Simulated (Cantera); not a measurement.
An isothermal, constant-pressure homogeneous reactor starts with CH₄ : H₂O : H₂ = 1 : 1.2 : 0.24 (molar parts), at 1725 K and 0.133 bar. Integrator tolerance rtol = 1e-08.

Cantera simulation using GRI-Mech 3.0 (53 species, 325 reactions); the numbers are that mechanism's predictions, not measurements.

Question: What does this change do: CH4 1 to 0.59 parts?

Answer: 
| quantity | before | after |
|---|---|---|
| x(CH₄) at 20.0 s | 0.00145 (gas-phase equilibrium 1.54e-8) | 3.07e-5 (gas-phase equilibrium 1.84e-9) |
| x(H₂O) at 20.0 s | 0.0461 (gas-phase equilibrium 0.0415) | 0.177 (gas-phase equilibrium 0.177) |
| x(H₂) at 20.0 s | 0.728 (gas-phase equilibrium 0.733) | 0.639 (gas-phase equilibrium 0.639) |
| x(HCO) at 20.0 s | 9.38e-9 (gas-phase equilibrium 9.53e-9) | 6.81e-9 (gas-phase equilibrium 6.84e-9) |
| x(C₂H₂) at 20.0 s | 0.00164 (gas-phase equilibrium 3.18e-12) | 2.97e-7 (gas-phase equilibrium <1e-12) |

Question: What does this change do: pressure from 0.133 bar to 1.00 bar?

Answer: 
```json
[
 {"quantity": "x(CH₄) at 20.0 s", "before": "0.00145 (gas-phase equilibrium 1.54e-8)", "after": "0.000788 (gas-phase equilibrium 8.67e-7)"},
 {"quantity": "x(H₂O) at 20.0 s", "before": "0.0461 (gas-phase equilibrium 0.0415)", "after": "0.0425 (gas-phase equilibrium 0.0415)"},
 {"quantity": "x(H₂) at 20.0 s", "before": "0.728 (gas-phase equilibrium 0.733)", "after": "0.732 (gas-phase equilibrium 0.733)"},
 {"quantity": "x(HCO) at 20.0 s", "before": "9.38e-9 (gas-phase equilibrium 9.53e-9)", "after": "2.60e-8 (gas-phase equilibrium 2.61e-8)"},
 {"quantity": "x(C₂H₂) at 20.0 s", "before": "0.00164 (gas-phase equilibrium 3.18e-12)", "after": "9.47e-5 (gas-phase equilibrium 1.79e-10)"}
]
```
